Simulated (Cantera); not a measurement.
Input: 1 mol SiC, 3.9 mol H2O, 100 mol H2, equilibrated at 975 K and 7.60 Pa.

Cantera equilibrium calculation (NASA polynomials, part measured and part estimated; ideal gas, pure solids and liquids). Candidate condensed phases: C, C6H6, C7H8, C8H18, H2O, Si, SiC, SiO2; 123 gas species. The numbers say what is thermodynamically allowed, not how fast it happens.

Base state: H2 0.982, CO 0.00940, H2O 0.00845, CO2 0.000129 (mole fractions); condensed: SiO2(β-quartz).

Question: What changes in the equilibrium state with this change: temperature from 975 K to 2075 K?

Answer: 
```tsv
species	before	after
H2	0.982	0.710
H	1.30e-7	0.258
H2O	0.00845	0.0148
SiO	<1e-9	0.00822
OH	<1e-9	0.000613
O	<1e-9	0.000159
CO2	0.000129	3.52e-5
CO	0.00940	0.00819
SiO2(β-quartz), mol	1.00	0
```
